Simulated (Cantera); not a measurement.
A perfectly stirred reactor is fed with C₂H₆ : N₂ = 1 : 19 (molar parts), at 1330 Pa; it is held at 1500 K, and followed from long to short residence time.

Detailed kinetics in Cantera: GRI-Mech 3.0 (53 species, 325 reactions). GRI-Mech 3.0 stops at C3 and has no aromatics, soot or wall deposition, so with more carbon than oxygen in the feed, carbon stays in small species such as C2H2 where larger ones or solid carbon would form. Radical loss at walls, strong at low pressure, is not modelled.

x: mole fraction; the columns are a selection and need not sum to one.

```
τ (s)     x C₂H₆    x C₂H    x H₂   x C₂H₂     x CH₃    x C₂H₄
------  --------  -------  ------  -------  --------  --------
1.8     0.000116  1.79e-7  0.0779   0.0408  0.000396  0.000621
0.96    0.000206  1.91e-7  0.0749   0.0395  0.000527   0.00105
0.52    0.000361  2.02e-7  0.0713   0.0378  0.000695   0.00172
0.28    0.000635  2.13e-7  0.0671   0.0356  0.000914   0.00280
0.15     0.00112  2.21e-7  0.0621   0.0326   0.00120   0.00448
0.084    0.00189  2.23e-7  0.0568   0.0291   0.00155   0.00670
0.046    0.00326  2.17e-7  0.0504   0.0245   0.00201   0.00972
0.025    0.00561        …  0.0433   0.0190   0.00261    0.0132
0.014    0.00925        …  0.0359   0.0134   0.00329    0.0162
0.0075    0.0153        …  0.0275  0.00767   0.00405    0.0175
0.0041    0.0232        …  0.0194  0.00354   0.00458    0.0156
```

Problem. Complete the blanks.

Solution. 
- 0.025, x C₂H: 1.97e-7
- 0.014, x C₂H: 1.62e-7
- 0.0075, x C₂H: 1.13e-7
- 0.0041, x C₂H: 6.46e-8
